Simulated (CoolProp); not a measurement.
R245ca along the isotherm 176.85 °C: Z from the reference equation and from simpler models built on Tc = 174.4 °C, pc = 3.941 MPa, ω = 0.355; each cubic takes its own stable root.

Model: reference Helmholtz-energy equation of state, Zhou 2016, in CoolProp.

```json
[
 {"p (MPa)": "0.219", "phase": "gas", "reference": "0.9806"},
 {"p (MPa)": "0.438", "phase": "gas", "reference": "0.9608"},
 {"p (MPa)": "0.657", "phase": "gas", "reference": "0.9405"},
 {"p (MPa)": "0.876", "phase": "gas", "reference": "0.9197"},
 {"p (MPa)": "1.09", "phase": "gas", "reference": "0.8988"},
 {"p (MPa)": "1.31", "phase": "gas", "reference": "0.8766"},
 {"p (MPa)": "1.53", "phase": "gas", "reference": "0.8536"},
 {"p (MPa)": "1.75", "phase": "gas", "reference": "0.8296"},
 {"p (MPa)": "1.97", "phase": "gas", "reference": "0.8046"}
]
```

Q: How far does each simpler model (Pitzer virial, Redlich-Kwong, Soave-Redlich-Kwong, Peng-Robinson) lie from the reference over these 9 states: mean and median of the absolute difference, and the worst?

A: 
- Pitzer virial: mean 1.0 %, median 0.7 %, worst +2.9 % at 176.85 °C and 1.97 MPa
- Redlich-Kwong: mean 0.3 %, median 0.2 %, worst +0.5 % at 176.85 °C and 1.97 MPa
- Soave-Redlich-Kwong: mean 0.3 %, median 0.3 %, worst +0.6 % at 176.85 °C and 1.97 MPa
- Peng-Robinson: mean 0.9 %, median 0.8 %, worst -1.6 % at 176.85 °C and 1.97 MPa
